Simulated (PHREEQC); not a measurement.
Consider water at 65 °C with 0.23 mol/kgw RbCl and 0.00024 mol/kgw KHF2. Closed to the air; pH follows from the charge balance.

Model: ion-association model, wateq4f.dat, run in PHREEQC.

This is a speciation only: nothing precipitates in the calculation.

Question: Predict the pH.

Answer: pH 3.94.

Question: In which forms is F present?

Answer: F- 81 %, HF 19 % of the F.

Complexes and solids missing from the database can't appear. At this temperature some constants are extrapolated from 25 °C, and those without enthalpy data are left unchanged.
